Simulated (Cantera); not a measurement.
Charge: 1 mol Si₃N₄, 0.0027 mol O₂, 1.9 mol H₂, at 1873 K.

Equilibrium computed with Cantera from the NASA thermochemical tables; the gas is ideal and each condensed phase is pure. Candidate condensed phases: H₂O, Si, SiO₂, Si₂N₂O, Si₃N₄; 35 gas species. Mutual solubility and eutectic melting of coexisting phases are not modelled. Gases not in the tables: Si₂H₆ and higher silanes. Equilibrium is a limit: real reactors are often held back by kinetics, nucleation or transport.

Which condensed phases are stable at each of these points (P (Pa)): 0.100, 1, 10, 100, 1000, 10000, 100000, 1000000?


```
P (Pa)               condensed phases  Si condensed (%)
-------  ----------------------------  ----------------
0.100                        gas only               0.0
1                            gas only               0.0
10                              Si(l)              86.5
100                             Si(l)              98.6
1000                            Si(l)              99.7
10000                Si(l) + Si₃N₄(s)              99.8
100000   Si(l) + Si₂N₂O(s) + Si₃N₄(s)              99.9
1000000  Si(l) + Si₂N₂O(s) + Si₃N₄(s)             100.0
```

From 0.000750 Torr to 0.00750 Torr nothing is condensed. From 0.0750 Torr to 7.50 Torr the condensed part is Si(l). At 75.0 Torr the condensed part is Si(l) + Si₃N₄(s). From 750 Torr to 7500 Torr the condensed part is Si(l) + Si₂N₂O(s) + Si₃N₄(s).
